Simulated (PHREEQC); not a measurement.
**Buffer (model solution)**

Consider water at 25 °C and 50 atm with 0.1 mol NaHSO4, 0.0085 mol Na2B4O7 and 3.9e-05 mol KCl per kg of water. It is in equilibrium with CO2 at log p = 0 (atm). Otherwise closed; pH follows from the charge balance.

Model: Pitzer model, pitzer.dat, run in PHREEQC.

```yaml
pH: 1.56
ionic_strength: 0.213 mol/kgw
specific_conductance: 22700 µS/cm
density: 1.010 g/cm³
osmotic_coefficient: 0.874
total_alkalinity: -83.0 meq/kg
```

```
species  molality  activity   log γ
-------  --------  --------  ------
Na+         0.117    0.0837  -0.145
SO4-2      0.0564    0.0127  -0.648
HSO4-      0.0436    0.0315  -0.141
H+         0.0394    0.0273  -0.159
B(OH)3     0.0340    0.0333  -0.009
CO2        0.0307    0.0316   0.012
Cl-       3.90e-5   2.78e-5  -0.147
K+        3.90e-5   2.69e-5  -0.161
HCO3-     7.53e-7   5.53e-7  -0.134
B(OH)4-   1.20e-9  7.85e-10  -0.186
```

No solid was allowed to form. Under pressure, the constants of complexes without a molar volume in the database are unreliable.
